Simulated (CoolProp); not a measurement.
Vapour-liquid equilibrium of CH2F2 (R32) (1) + R134a (2) at 0.149 MPa; x and y are mole fractions of (1).

The numbers come from the multi-fluid Helmholtz-energy mixture model, Tillner-Roth 1997 and Tillner-Roth 1994; pair parameters Lemmon 2004 in CoolProp.

```csv
x,bubble temperature (°C),y at the bubble point,dew temperature at overall composition x (°C),liquid density (mol/L)
0.05,-19.7,0.136,-18.1,13.56
0.2,-25.6,0.432,-20.8,14.59
0.35,-30.4,0.623,-23.9,15.72
0.5,-34.3,0.756,-27.2,16.99
0.65,-37.6,0.852,-31.1,18.44
0.8,-40.5,0.926,-35.7,20.13
0.95,-43.0,0.984,-41.5,22.14
```

No azeotrope shows between x = 0.05 and 0.95.

Pair parameters are fitted to limited data, so mixtures are less certain than the pure fluids.
